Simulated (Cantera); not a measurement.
Low-pressure radical oxidation in H2/O2

An isothermal, constant-pressure homogeneous reactor starts with 8.17 % H2, 91.8 % O2, equivalence ratio 0.044, at 1225 K and 0.0350 bar.

Model: the H2/O2 subset of GRI-Mech 3.0, which has no nitrogen chemistry, integrated in Cantera. Radical loss at walls, strong at low pressure, is not modelled. The temperature is held fixed by assumption; the heat of reaction is taken as removed at once.

```json
[
 {"t (s)": "0.000100", "x H2": "0.0817", "x O2": "0.918", "x O": "7.49e-8", "x H2O2": "3.10e-11", "x H2O": "1.02e-7", "x H": "5.50e-8", "x HO2": "2.94e-8"},
 {"t (s)": "0.000214", "x H2": "0.0817", "x O2": "0.918", "x O": "1.72e-6", "x H2O2": "1.51e-10", "x H2O": "2.86e-6", "x H": "1.19e-6", "x HO2": "7.73e-8"},
 {"t (s)": "0.000459", "x H2": "0.0791", "x O2": "0.916", "x O": "0.00109", "x H2O2": "1.44e-8", "x H2O": "0.00186", "x H": "0.000759", "x HO2": "5.66e-6"},
 {"t (s)": "0.000983", "x H2": "0.00266", "x O2": "0.864", "x O": "0.0422", "x H2O2": "4.14e-7", "x H2O": "0.0682", "x H": "0.0164", "x HO2": "1.25e-5"},
 {"t (s)": "0.00211", "x H2": "0.00160", "x O2": "0.876", "x O": "0.0335", "x H2O2": "3.59e-7", "x H2O": "0.0738", "x H": "0.0102", "x HO2": "1.18e-5"},
 {"t (s)": "0.00451", "x H2": "0.000964", "x O2": "0.892", "x O": "0.0194", "x H2O2": "3.65e-7", "x H2O": "0.0788", "x H": "0.00452", "x HO2": "1.06e-5"},
 {"t (s)": "0.00966", "x H2": "0.000391", "x O2": "0.906", "x O": "0.00771", "x H2O2": "3.24e-7", "x H2O": "0.0826", "x H": "0.00112", "x HO2": "7.86e-6"},
 {"t (s)": "0.0207", "x H2": "0.000111", "x O2": "0.912", "x O": "0.00217", "x H2O2": "2.27e-7", "x H2O": "0.0842", "x H": "0.000167", "x HO2": "4.30e-6"},
 {"t (s)": "0.0443", "x H2": "2.68e-5", "x O2": "0.914", "x O": "0.000531", "x H2O2": "1.27e-7", "x H2O": "0.0848", "x H": "2.02e-5", "x HO2": "1.75e-6"},
 {"t (s)": "0.0950", "x H2": "6.68e-6", "x O2": "0.915", "x O": "0.000134", "x H2O2": "6.21e-8", "x H2O": "0.0850", "x H": "2.58e-6", "x HO2": "6.08e-7"},
 {"t (s)": "0.203", "x H2": "1.87e-6", "x O2": "0.915", "x O": "3.83e-5", "x H2O2": "2.87e-8", "x H2O": "0.0851", "x H": "3.93e-7", "x HO2": "2.08e-7"},
 {"t (s)": "0.436", "x H2": "5.98e-7", "x O2": "0.915", "x O": "1.24e-5", "x H2O2": "1.31e-8", "x H2O": "0.0852", "x H": "7.26e-8", "x HO2": "7.66e-8"},
 {"t (s)": "0.934", "x H2": "2.14e-7", "x O2": "0.915", "x O": "4.49e-6", "x H2O2": "5.93e-9", "x H2O": "0.0852", "x H": "1.58e-8", "x HO2": "3.28e-8"},
 {"t (s)": "2.00", "x H2": "8.33e-8", "x O2": "0.915", "x O": "1.76e-6", "x H2O2": "2.73e-9", "x H2O": "0.0852", "x H": "3.89e-9", "x HO2": "1.87e-8"}
]
```
x: mole fraction; the columns are a selection and need not sum to one.

Equilibrium at this temperature and pressure: H2 1.01e-8, O2 0.915, O 2.17e-7, H2O2 4.55e-10, H2O 0.0852, H 1.69e-10, HO2 2.12e-8 (gas phase only).
